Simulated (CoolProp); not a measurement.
Toluene at 293.15 K and 0.188 MPa flows at 0.17 m/s in a round tube of 2 mm bore and 1.5 µm roughness, fully developed (64/Re and Nu = 3.66 if laminar; Colebrook and Gnielinski if turbulent). Each further row changes one setting.

The numbers come from the reference Helmholtz-energy equation of state, Lemmon 2006 in CoolProp. It is a short technical equation, of lower accuracy than the large ones.

```csv
case,Reynolds number,Darcy friction factor,pressure drop (Pa/m),heat-transfer coefficient (W/(m² K)),mass flow (kg/h)
as stated,…,…,…,241,…
velocity 0.34 m/s,1000,0.0638,…,241,…
diameter 4 mm,1000,0.0638,200,121,6.67
```

Q: What belongs in the gaps?

A: 
- as stated, Reynolds number: 502
- as stated, Darcy friction factor: 0.128
- as stated, pressure drop (Pa/m): 799
- as stated, mass flow (kg/h): 1.67
- velocity 0.34 m/s, pressure drop (Pa/m): 1600
- velocity 0.34 m/s, mass flow (kg/h): 3.33

Viscosity comes from a separate model (Avgeri 2015). Thermal conductivity comes from a separate model (Assael 2012).
